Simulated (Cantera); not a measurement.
A freely propagating, adiabatic, planar premixed flame of CH₄ : O₂ : N₂ = 1 : 2.38 : 8.95 (molar parts), equivalence ratio 0.84, unburnt at 525 K and 2.80 bar; mixture-averaged transport, grid criteria slope 0.08 and curve 0.16, no radiation.

Cantera simulation using GRI-Mech 3.0 (53 species, 325 reactions); the numbers are that mechanism's predictions, not measurements. Burning velocities carry a grid error of a few per cent, more on coarse grids.

### Question
Predict: laminar burning velocity; thermal thickness; peak x(H₂); peak x(HCO); peak x(C₂H₂); peak x(H₂O₂).

### Answer
```
Quantity                      Value
------------------------  ---------
laminar burning velocity  58.8 cm/s
thermal thickness          0.180 mm
peak x(H₂)                   0.0100
peak x(HCO)                 2.64e-5
peak x(C₂H₂)                6.05e-5
peak x(H₂O₂)                4.04e-5
```
